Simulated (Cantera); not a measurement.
Input: 1 mol HMDSO, 21 mol NO, 3.4 mol N2, 4 mol O3, at 1300 K and 26.0 mbar.

Equilibrium computed with Cantera from the NASA thermochemical tables; the gas is ideal and each condensed phase is pure. Candidate condensed phases: C, C6H6, C7H8, C8H18, H2O, Si, SiC, SiO2, Si2N2O, Si3N4; 151 gas species. The feed counts by its element totals alone. The tables hold silica as quartz up to 1696 K and as liquid above; real silica turns to tridymite and cristobalite and melts near 1996 K. Kinetics and transport are ignored.

Base state: N2 0.416, H2O 0.269, CO2 0.180, O2 0.135, NO 0.000230, OH 3.84e-5 (mole fractions); condensed: SiO2(β-quartz).

Problem. What changes in the equilibrium state with this change: NO from 21 to 0.48 mol?

Solution. 
| species | before | after |
|---|---|---|
| H2 | 3.95e-7 | 0.352 |
| CO | 4.65e-7 | 0.266 |
| N2 | 0.416 | 0.195 |
| O2 | 0.135 | <1e-9 |
| CO2 | 0.180 | 0.0560 |
| H2O | 0.269 | 0.131 |
| NO | 0.000230 | <1e-9 |
| OH | 3.84e-5 | 1.97e-8 |
| SiO2(β-quartz), mol | 2.00 | 2.00 |
